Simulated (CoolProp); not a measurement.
Vapour-liquid equilibrium of benzene (1) + o-xylene (2) at 23.95 °C; x and y are mole fractions of (1).

Computed with CoolProp (multi-fluid Helmholtz-energy mixture model, Thol 2012 and Zhou 2012; pair parameters Bell 2016).

```csv
x,bubble pressure (kPa),y at the bubble point,dew pressure at overall composition x (kPa),liquid density (mol/L)
0.05,1.291,0.382,0.8820,8.375
0.15,2.462,0.715,0.9747,8.613
0.25,3.864,0.843,1.090,8.860
0.35,5.318,0.903,1.236,9.118
0.45,6.681,0.935,1.429,9.387
0.55,7.877,0.954,1.695,9.671
0.65,8.901,0.967,2.088,9.971
0.75,9.803,0.976,2.730,10.29
0.85,10.66,0.985,3.982,10.63
0.95,11.58,0.995,7.582,11.00
```

No azeotrope shows between x = 0.05 and 0.95.

Pair parameters are fitted to limited data, so mixtures are less certain than the pure fluids. The gap from Raoult's law changes sign with composition, which may be real or a fault of the pair parameters; it wasn't checked against measurements.
